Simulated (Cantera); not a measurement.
A Cantera script and its output.

```python
import numpy as np
import cantera as ct

gas = ct.Solution("gri30.yaml")


def delay(T, t_max=10):
    gas.TPX = T, 100000, {'CO': 1, 'H2': 0.087, 'O2': 0.418, 'N2': 1.57}
    reactor = ct.IdealGasReactor(gas, clone=False)
    net = ct.ReactorNet([reactor])
    net.rtol, net.atol = 1e-8, 1e-16
    while net.time < t_max:
        t_old, T_old = net.time, reactor.T
        net.step()
        if reactor.T > T + 400:  # ignition: a rise of 400 K
            return t_old + (T + 400 - T_old) / (reactor.T - T_old) * (net.time - t_old)
    return np.nan


taus = []
for T in [1275, 1375, 1475, 1575, 1675, 1775, 1875, 1975, 2075, 2175]:
    taus.append(delay(T))
    print(f"T0 = {T:6g} K   tau = {taus[-1]:.4e} s")
```

Output:

```
T0 =   1275 K   tau = 8.0870e-05 s
T0 =   1375 K   tau = 6.2080e-05 s
T0 =   1475 K   tau = 5.2395e-05 s
T0 =   1575 K   tau = 4.7697e-05 s
T0 =   1675 K   tau = 4.6354e-05 s
T0 =   1775 K   tau = 4.7486e-05 s
T0 =   1875 K   tau = 5.0440e-05 s
T0 =   1975 K   tau = 5.4793e-05 s
T0 =   2075 K   tau = 6.0322e-05 s
T0 =   2175 K   tau = 6.6951e-05 s
```

Computed with Cantera and GRI-Mech 3.0 (53 species, 325 reactions). Where the delays flatten at high temperature, the 400 K rule measures the pace of heat release, not the induction time.
